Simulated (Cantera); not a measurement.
A perfectly stirred reactor is fed with H2 : O2 : N2 : H2O = 1 : 0.278 : 1.04 : 0.13 (molar parts), equivalence ratio 1.8, at 1.01 bar; it is adiabatic with a 700 K inlet, and is followed from long to short residence time, starting on the burning branch (τ in s: 0.046, 0.018, 0.0069, 0.0027, 0.001, 0.00041, 0.00016, 6.2e-05, 2.4e-05, 9.3e-06).

Computed with Cantera and GRI-Mech 3.0 (53 species, 325 reactions).

What does this change do: inlet temperature 700 to 625 K?


| quantity | before | after |
|---|---|---|
| blow-out, bracketed by the residence times tried | burning at 9.30 µs, the shortest tried | burning at 24.0 µs, out at 9.30 µs |
| x(H2) at τ = 46.0 ms | 0.201 | 0.202 |
| x(O2) at τ = 46.0 ms | 4.73e-5 | 4.45e-5 |
| x(H2O) at τ = 46.0 ms | 0.313 | 0.313 |
| x(NO) at τ = 46.0 ms | 7.48e-5 | 4.59e-5 |
| x(H2O2) at τ = 46.0 ms | 1.08e-8 | 9.62e-9 |
| x(H2) at τ = 0.410 ms | 0.186 | 0.186 |
| x(O2) at τ = 0.410 ms | 0.00131 | 0.00128 |
| x(H2O) at τ = 0.410 ms | 0.297 | 0.298 |
| x(NO) at τ = 0.410 ms | 2.24e-5 | 1.88e-5 |
| x(H2O2) at τ = 0.410 ms | 1.80e-7 | 1.98e-7 |

What does this change do: inlet temperature 700 to 600 K?


```
quantity                                                                          before                               after
------------------------------------------------  --------------------------------------  ----------------------------------
blow-out, bracketed by the residence times tried  burning at 9.30 µs, the shortest tried  burning at 24.0 µs, out at 9.30 µs
x(H2) at τ = 46.0 ms                                                               0.201                               0.202
x(O2) at τ = 46.0 ms                                                             4.73e-5                             4.42e-5
x(H2O) at τ = 46.0 ms                                                              0.313                               0.313
x(NO) at τ = 46.0 ms                                                             7.48e-5                             3.88e-5
x(H2O2) at τ = 46.0 ms                                                           1.08e-8                             9.37e-9
x(H2) at τ = 0.410 ms                                                              0.186                               0.186
x(O2) at τ = 0.410 ms                                                            0.00131                             0.00127
x(H2O) at τ = 0.410 ms                                                             0.297                               0.298
x(NO) at τ = 0.410 ms                                                            2.24e-5                             1.77e-5
x(H2O2) at τ = 0.410 ms                                                          1.80e-7                             2.04e-7
```
